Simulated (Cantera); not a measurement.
Mixture: 48.0 % H2, 10.9 % O2, 41.1 % N2, equivalence ratio 2.2, at 1.01 bar, adiabatic and at constant volume. Ignition delay is the time to a rise of 400 K.

Detailed kinetics in Cantera: the H2/O2 subset of GRI-Mech 3.0, which has no nitrogen chemistry. Below about 950 K walls govern HO2 and H2O2 in real vessels. Where the delays flatten at high temperature, the 400 K rule measures the pace of heat release, not the induction time.

Problem. Predict: delay at 900 K; delay at 1000 K; delay at 1100 K; delay at 1200 K; delay at 1300 K.

Solution. delay at 900 K: 0.168 s
delay at 1000 K: 0.400 ms
delay at 1100 K: 0.101 ms
delay at 1200 K: 51.1 µs
delay at 1300 K: 31.3 µs
